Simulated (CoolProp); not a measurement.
Vapour-liquid equilibrium of isobutane (1) + acetone (2) at 77.15 °C; x and y are mole fractions of (1).

Computed with CoolProp (multi-fluid Helmholtz-energy mixture model, Bücker 2006 and Lemmon 2006; pair parameters Bell 2016).

Give the bubble pressure and the first vapour's composition at x = 0.35, 0.55, 0.75. Is there an azeotrope?

x = 0.35: 0.8894 MPa, y = 0.798; x = 0.55: 1.026 MPa, y = 0.841; x = 0.75: 1.131 MPa, y = 0.883. No azeotrope shows between x = 0.05 and 0.95.

Pair parameters are fitted to limited data, so mixtures are less certain than the pure fluids. With so large a gap from Raoult's law the liquid may split in two, which this calculation doesn't test in full.
